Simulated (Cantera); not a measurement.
Cantera run:

```python
import numpy as np
import cantera as ct

gas_names = """
    C CO CO2 C2 C2O C3 C3O2 C4 C5 O O2 O3 Ta TaO TaO2
""".split()
cond_names = """
    C(gr) Ta(cr) Ta(L) TaC(s) TaC(L) Ta2O5(s) Ta2O5(L)
""".split()


# ... load() reads the species with a 1 bar reference pressure and builds the phases ...
atoms = {
    'Ta2O5': {'Ta': 2, 'O': 5},
    'CO': {'C': 1, 'O': 1},
    'C': {'C': 1},
}
top_T = {'C(gr)': 4500}  # K; cautious upper limits of use, not melting points


# ... equilibrate(T, P, feed) seeds the gas with the atoms and calls Mixture.equilibrate('TP', solver="vcs", rtol=1e-11, max_steps=5000) ...
results = []
feed = {'Ta2O5': 1, 'CO': 0.99, 'C': 1.9}  # mol
P = 21  # Pa
for T in [1075, 1225, 1375, 1525, 1675, 1825, 1975, 2125, 2275]:
    mix = equilibrate(T, P, feed)
    results.append((T, P, feed, dict(zip(mix.species_names, mix.species_moles))))

top = {s: max(r[3][s] / sum(r[3][g] for g in gas_names) for r in results) for s in gas_names}
cols = sorted((s for s in top if top[s] > 1e-06), key=lambda s: -top[s])[:8]
seen = [c for c in cond_names if any(r[3].get(c, 0) > 1e-12 for r in results)]
print("log10 of partial pressures in bar; condensed amounts in mol")
print(f"{'T/K':>10s}" + "".join(f"{s[:9]:>10s}" for s in cols + seen))
for T, P, feed, n in results:
    ng = sum(n[g] for g in gas_names)
    print(f"{T:10.4g}" + "".join(f"{np.log10(max(n[s] / ng * P / 1e5, 1e-99)):10.3f}" for s in cols)
          + "".join(f"{n.get(c, 0):10.4g}" for c in seen))
```

It prints:

```
log10 of partial pressures in bar; condensed amounts in mol
       T/K        CO      TaO2       TaO       CO2         O    Ta(cr)    TaC(s)  Ta2O5(s)  Ta2O5(L)
      1075    -3.678   -20.508   -23.434    -7.386   -21.776         0     0.543    0.7285         0
      1225    -3.678   -16.567   -18.825    -7.397   -18.603         0     0.543    0.7285         0
      1375    -3.678   -13.504   -15.237    -7.406   -16.123         0     0.543    0.7285         0
      1525    -3.678   -11.059   -12.368    -7.412   -14.131         0     0.543    0.7285         0
      1675    -3.678    -9.065   -10.023    -7.417   -12.497         0     0.543    0.7285         0
      1825    -3.678    -7.433    -8.141    -7.375   -11.086    0.7601         0    0.6197         0
      1975    -3.680    -6.169    -6.887    -7.117    -9.667    0.7575         0    0.6157         0
      2125    -3.697    -5.131    -5.833    -6.933    -8.470    0.7268         0         0    0.5729
      2275    -3.834    -4.284    -4.947    -6.919    -7.457    0.4229         0         0    0.1655
```

Equilibrium computed with Cantera from the NASA thermochemical tables; the gas is ideal and each condensed phase is pure. Mutual solubility and eutectic melting of coexisting phases are not modelled. TaC: taken at fixed stoichiometry. Condensed phases not in the tables: Ta2C, N, O or C dissolved in the metal.
